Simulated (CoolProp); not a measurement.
Properties of sulfur hexafluoride along the isotherm 183.75 °C (Tc = 45.6 °C, pc = 37.55 bar, ω = 0.210).

The numbers come from the reference Helmholtz-energy equation of state, Guder 2009 in CoolProp.

```csv
p (bar),phase,cp (kJ/(kg K)),speed of sound (m/s),expansivity (1/kK),Prandtl number
1.17,gas,0.8497,166.6,2.214,0.760
2.35,gas,0.8511,166.2,2.241,0.758
3.52,gas,0.8525,165.8,2.267,0.757
4.69,gas,0.8539,165.5,2.294,0.756
5.87,gas,0.8554,165.1,2.321,0.755
7.04,gas,0.8569,164.7,2.348,0.754
8.21,gas,0.8583,164.4,2.376,0.753
9.39,gas,0.8598,164.0,2.404,0.753
10.6,gas,0.8614,163.7,2.433,0.752
11.7,gas,0.8629,163.3,2.460,0.752
12.9,gas,0.8645,163.0,2.489,0.751
14.1,gas,0.8661,162.6,2.519,0.751
15.3,gas,0.8677,162.3,2.549,0.751
16.4,gas,0.8692,161.9,2.577,0.752
17.6,gas,0.8709,161.6,2.608,0.752
18.8,gas,0.8726,161.2,2.639,0.752
```

Viscosity comes from a separate model (Quiñones-Cisneros 2012). Thermal conductivity comes from a separate model (Assael 2012).
